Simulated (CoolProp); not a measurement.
Toluene along the isotherm 620 K: density (kg/m³) from the reference equation and from simpler models built on Tc = 591.7 K, pc = 41.26 bar, ω = 0.266; each cubic takes its own stable root.

Model: reference Helmholtz-energy equation of state, Lemmon 2006, in CoolProp. It is a short technical equation, of lower accuracy than the large ones.

```csv
p (bar),phase,reference
18.8,gas,39.84
37.5,gas,103.8
56.3,supercritical,302.6
75,supercritical,438.0
93.8,supercritical,479.5
113,supercritical,505.7
131,supercritical,523.9
150,supercritical,539.3
169,supercritical,552.2
188,supercritical,563.3
206,supercritical,572.6
```

Problem. How far does each simpler model (ideal gas, van der Waals, Redlich-Kwong, Soave-Redlich-Kwong, Peng-Robinson) lie from the reference over these 11 states: mean and median of the absolute difference, and the worst?

Solution. 
- ideal gas: mean 49.0 %, median 50.3 %, worst -69.4 % at 620 K and 75 bar
- van der Waals: mean 21.3 %, median 27.4 %, worst -27.5 % at 620 K and 150 bar
- Redlich-Kwong: mean 9.3 %, median 10.2 %, worst -15.2 % at 620 K and 75 bar
- Soave-Redlich-Kwong: mean 11.7 %, median 12.2 %, worst -18.7 % at 620 K and 75 bar
- Peng-Robinson: mean 4.2 %, median 2.8 %, worst -11.1 % at 620 K and 75 bar
